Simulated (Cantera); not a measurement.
Feed: 1 mol CH₃Cl, 0.29 mol F₂, at 0.590 bar.

Cantera equilibrium calculation (NASA polynomials, part measured and part estimated; ideal gas, pure solids and liquids). Candidate condensed phases: C, C₆H₆, C₇H₈, C₈H₁₈; 118 gas species. Kinetics and transport are ignored.

Q: At 1098 K, list the 4 most abundant gas species with their mole fractions, and the condensed phases.

A: HCl 0.438, H₂ 0.307, HF 0.254, CH₄ 0.00203. Condensed: C(graphite).
